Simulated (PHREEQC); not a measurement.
0.67 g of hydrous ferric oxide (600 m²/g; 0.2 weak and 0.005 strong sites per Fe, Dzombak-Morel constants, diffuse double layer) in 1 kg of water with 0.3 mol/kgw of an inert sodium salt and 0.0015 mol NaH2PO4, at 25 °C; the pH is set by adding NaOH or the inert anion's acid. Oxygen is held at 0.21 atm. CO2 from the air is kept out. Nothing may precipitate in this run.

The series has 13 steps of pH, from 3 to 11.

Computed with PHREEQC (ion-association model, wateq4f.dat).

Near which pH is half of the P sorbed, and on which side is more sorbed?

Near pH 8.0, with more sorbed at lower pH.

At which pH does the surface charge pass through zero?

Near pH 5.3.

Complexes and solids missing from the database can't appear. H3PO4, which wateq4f.dat lacks, is added to it with the constant of phreeqc.dat. The oxide is taken as insoluble; below pH 4 it would dissolve.
